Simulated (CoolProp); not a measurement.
Methane along the isobar 2.26 MPa: fugacity coefficient from the reference equation and from simpler models built on Tc = 190.6 K, pc = 4.599 MPa, ω = 0.011; each cubic takes its own stable root.

Values from CoolProp's reference Helmholtz-energy equation of state, Setzmann 1991.

```tsv
T (K)	phase	reference	van der Waals	Redlich-Kwong	Soave-Redlich-Kwong	Peng-Robinson
189.3	gas	0.8359	0.8527	0.8337	0.8337	0.8185
201.8	gas	0.8647	0.8743	0.8622	0.8623	0.8474
214.2	gas	0.8871	0.8918	0.8846	0.8849	0.8705
226.6	gas	0.9050	0.9063	0.9026	0.9033	0.8895
239	gas	0.9196	0.9183	0.9173	0.9184	0.9051
251.5	gas	0.9318	0.9286	0.9295	0.9311	0.9183
263.9	gas	0.9418	0.9373	0.9396	0.9415	0.9293
276.3	gas	0.9501	0.9447	0.9481	0.9504	0.9386
288.7	gas	0.9572	0.9511	0.9552	0.9578	0.9466
301.2	gas	0.9633	0.9567	0.9613	0.9643	0.9535
313.6	gas	0.9685	0.9615	0.9665	0.9697	0.9594
326	gas	0.9730	0.9657	0.9710	0.9744	0.9646
```
